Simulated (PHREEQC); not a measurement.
0.82 g of hydrous ferric oxide (600 m²/g; 0.2 weak and 0.005 strong sites per Fe, Dzombak-Morel constants, diffuse double layer) in 1 kg of water with 0.3 mol/kgw of an inert sodium salt and 0.00018 mol/kgw Na2HAsO4 and 9.4e-05 mol/kgw CuCl2, at 25 °C; the pH is set by adding NaOH or the inert anion's acid. Oxygen alone is held at its pressure in air (log pO2 = -0.68). No CO2 enters from the air. No solid was allowed to form.

Base run: PHREEQC, ion-association model, wateq4f.dat. Each further column changes one thing. The table gives Cu sorbed (%).

```csv
pH,base,no electrostatic term (-no_edl),background salt from 0.3 to 0.03 mol/kgw,oxide from 0.82 to 4.1 g/kgw
3,0.1,0.1,0.1,0.3
4,5.3,5.5,7.7,22.0
5,64.1,68.3,…,…
6,98.9,…,…,99.9
7,100.0,100.0,100.0,100.0
8,100.0,100.0,100.0,100.0
9,100.0,…,100.0,100.0
10,99.9,…,100.0,100.0
11,99.3,…,99.8,99.9
```

Q: Some entries are withheld; supply them.

A: 
- 5, background salt from 0.3 to 0.03 mol/kgw: 68.6
- 5, oxide from 0.82 to 4.1 g/kgw: 94.6
- 6, no electrostatic term (-no_edl): 99.4
- 6, background salt from 0.3 to 0.03 mol/kgw: 99.1
- 9, no electrostatic term (-no_edl): 99.6
- 10, no electrostatic term (-no_edl): 83.7
- 11, no electrostatic term (-no_edl): 13.2

The database has no arsenate complexes of Cu. The database's constant for dissolved Cu(OH)2 is higher than later reviews accept. The oxide is taken as insoluble; below pH 4 it would dissolve. In at least one series the solution becomes supersaturated in solids that the run did not let form, among them Cu(OH)2.
